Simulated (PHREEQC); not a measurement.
# Acid mine or pickling water (model solution)

Model water analysis in mg/L, 25 °C, pH 3.13, pe 9.6: Na 87.1; K 122; Ca 129; Mg 1.83; Cl 154; S(6) as SO4 503; Br 11.2; F 5.13; Cu(2) 20.7; N(5) as NO3 0.226.

Cl is adjusted to close the charge balance.
Valence states are taken as typed.

Equilibrium calculation in PHREEQC: ion-association model, phreeqc.dat.

```
Item                           Value
--------------------  --------------
ionic strength        0.0205 mol/kgw
specific conductance      1810 µS/cm
total alkalinity        -1.17 meq/kg
```

```csv
species,molality,activity,log γ
Cl-,0.00443,0.00384,-0.062
SO4-2,0.00420,0.00243,-0.237
Na+,0.00375,0.00327,-0.060
K+,0.00307,0.00266,-0.062
Ca+2,0.00257,0.00150,-0.233
H+,0.000834,0.000741,-0.051
CaSO4,0.000647,0.000650,0.002
Cu+2,0.000251,0.000148,-0.228
HSO4-,0.000202,0.000175,-0.061
```

This is a speciation only: nothing precipitates in the calculation.
